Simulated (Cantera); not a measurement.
Cantera run:

```python
import numpy as np
import cantera as ct

gas_names = """
    CL CLF CLF3 CL2 Cs CsCL CsF Cs2 Cs2CL2 Cs2F2 F F2 H HCL HF H2 H2F2 H3F3 H4F4 H5F5 H6F6 H7F7 N NF NF2
    NF3 NH NH2 NH3 N2 N2H2 N2H4
""".split()
cond_names = """
    Cs(cr) Cs(L) CsCL(a) CsCL(b) CsCL(L) CsF(s) CsF(L) NH4CL(a) NH4CL(b)
""".split()


# ... load() reads the species with a 1 bar reference pressure and builds the phases ...
atoms = {
    'CsCl': {'Cs': 1, 'CL': 1},
    'HF': {'H': 1, 'F': 1},
    'N2': {'N': 2},
}
top_T = {}  # K; cautious upper limits of use, not melting points


# ... equilibrate(T, P, feed) seeds the gas with the atoms and calls Mixture.equilibrate('TP', solver="vcs", rtol=1e-11, max_steps=5000) ...
results = []
T = 1823  # K
P = 99000  # Pa
for m in [25, 32, 40, 51, 64, 80, 100, 130, 160, 200, 250, 320]:
    feed = {'CsCl': 1, 'HF': 3.3, 'N2': m}  # mol
    mix = equilibrate(T, P, feed)
    results.append((T, P, feed, dict(zip(mix.species_names, mix.species_moles))))

top = {s: max(r[3][s] / sum(r[3][g] for g in gas_names) for r in results) for s in gas_names}
cols = sorted((s for s in top if top[s] > 0.001), key=lambda s: -top[s])[:5]
seen = [c for c in cond_names if any(r[3].get(c, 0) > 1e-12 for r in results)]
print("log10 of partial pressures in bar; condensed amounts in mol")
print(f"{'n(N2)':>10s}" + "".join(f"{s[:9]:>10s}" for s in cols + seen))
for T, P, feed, n in results:
    ng = sum(n[g] for g in gas_names)
    print(f"{feed['N2']:10.4g}" + "".join(f"{np.log10(max(n[s] / ng * P / 1e5, 1e-99)):10.3f}" for s in cols)
          + "".join(f"{n.get(c, 0):10.4g}" for c in seen))
```

It prints:

```
log10 of partial pressures in bar; condensed amounts in mol
     n(N2)        N2        HF      CsCL       CsF       HCL
        25    -0.073    -0.980    -1.568    -2.176    -2.190
        32    -0.059    -1.073    -1.661    -2.269    -2.283
        40    -0.049    -1.159    -1.748    -2.355    -2.370
        51    -0.040    -1.255    -1.844    -2.450    -2.467
        64    -0.033    -1.347    -1.936    -2.541    -2.560
        80    -0.027    -1.439    -2.027    -2.632    -2.652
       100    -0.023    -1.531    -2.119    -2.724    -2.745
       130    -0.019    -1.641    -2.229    -2.833    -2.856
       160    -0.016    -1.729    -2.317    -2.920    -2.944
       200    -0.014    -1.823    -2.412    -3.014    -3.040
       250    -0.012    -1.918    -2.507    -3.108    -3.136
       320    -0.010    -2.024    -2.613    -3.212    -3.243
```

Equilibrium computed with Cantera from the NASA thermochemical tables; the gas is ideal and each condensed phase is pure.
